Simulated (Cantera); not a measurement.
**Thermodynamics of fluorocarbon and chlorocarbon gases, feed CCl₄ + CH₄ + H₂**

Input: 1 mol CCl₄, 0.4 mol CH₄, 17 mol H₂, at 3175 K and 0.0143 Torr.

Cantera equilibrium calculation (NASA polynomials, part measured and part estimated; ideal gas, pure solids and liquids). Candidate condensed phases: C, C₆H₆, C₇H₈, C₈H₁₈; 91 gas species. The numbers say what is thermodynamically allowed, not how fast it happens.

| Property | Result |
|---|---|
| x(H) | 0.868 |
| x(Cl) | 0.0976 |
| x(C) | 0.0340 |
| x(H₂) | 0.000208 |
| x(C₂) | 7.02e-5 |
| x(HCl) | 3.46e-5 |
| x(C₃) | 1.77e-6 |
| gas amount | 40.99 mol |
| log10 activity of C(graphite) (absent) | -2.58 |
